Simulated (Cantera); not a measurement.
Charge: 1 mol Cu, 4.5 mol F2, equilibrated at 1148 K and 0.100 bar.

These are equilibrium values from Cantera (NASA tables, ideal gas, pure condensed phases), not measurements of a reactor. Candidate condensed phases: Cu, CuF2; 6 gas species. The numbers say what is thermodynamically allowed, not how fast it happens.

Base state: F 0.653, F2 0.342, CuF2 0.00475 (mole fractions); condensed: CuF2(l).

Problem. What changes in the equilibrium state with this change: temperature from 1148 K to 948 K?

Solution. 
| species | before | after |
|---|---|---|
| F2 | 0.342 | 0.835 |
| F | 0.653 | 0.165 |
| CuF2 | 0.00475 | 2.25e-5 |
| CuF2(l), mol | 0.975 | 0 |
| CuF2(s), mol | 0 | 1.000 |
